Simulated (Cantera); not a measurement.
A closed system holds: 1 mol n-butane, 34 mol H2, 1.8 mol N2, at 32.0 bar.

Method: chemical equilibrium by Gibbs-energy minimisation in Cantera with the NASA 1993 tables (ideal gas, pure condensed phases). Candidate condensed phases: C, C6H6, C7H8, C8H18; 110 gas species. Ions and electrons are included (thermal ionisation). The ideal-gas law is rough above about 30 bar. Rates play no part.

Which condensed phases are stable at each of these points (T (K)): 2000, 2500, 3000, 3500, 4000, 4500, 5000?


```
T (K)  condensed phases  C condensed (%)
-----  ----------------  ---------------
2000        C(graphite)             82.9
2500        C(graphite)             59.3
3000           gas only              0.0
3500           gas only              0.0
4000           gas only              0.0
4500           gas only              0.0
5000           gas only              0.0
```

From 2000 K to 2500 K the condensed part is C(graphite). From 3000 K to 5000 K nothing is condensed.
